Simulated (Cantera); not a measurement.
A freely propagating, adiabatic, planar premixed flame of CH4 : H2 : O2 : N2 = 1 : 1.1 : 3.7 : 16.3 (molar parts), equivalence ratio 0.69, unburnt at 675 K and 0.900 bar; mixture-averaged transport, grid criteria slope 0.08 and curve 0.16, no radiation.

Model: GRI-Mech 3.0 (53 species, 325 reactions), integrated in Cantera. Burning velocities carry a grid error of a few per cent, more on coarse grids.

Q: How do the results move with these cheaper or finer settings: unity-Lewis-number transport; multicomponent transport; multicomponent+Soret transport; grid criteria slope 0.5, curve 1; grid criteria slope 0.25, curve 0.5; grid criteria slope 0.03, curve 0.06?

A: 
| setting | laminar burning velocity | thermal thickness | peak x(CO) | peak x(HCN) | grid points |
|---|---|---|---|---|---|
| as above | 150 cm/s | 0.403 mm | 0.0261 | 2.69e-7 | 135 |
| unity-Lewis-number transport | 138 cm/s | 0.372 mm | 0.0244 | 3.07e-7 | 124 |
| multicomponent transport | 150 cm/s | 0.404 mm | 0.0261 | 2.70e-7 | 135 |
| multicomponent+Soret transport | 147 cm/s | 0.407 mm | 0.0259 | 2.60e-7 | 135 |
| grid criteria slope 0.5, curve 1 | 164 cm/s | 0.444 mm | 0.0261 | 2.64e-7 | 37 |
| grid criteria slope 0.25, curve 0.5 | 155 cm/s | 0.419 mm | 0.0261 | 2.65e-7 | 56 |
| grid criteria slope 0.03, curve 0.06 | 149 cm/s | 0.399 mm | 0.0261 | 2.71e-7 | 313 |
The base run took roughly 11 core-seconds.
Unity Lewis numbers drop preferential diffusion, which matters most where H2 and H carry the flame; Soret adds thermal diffusion.
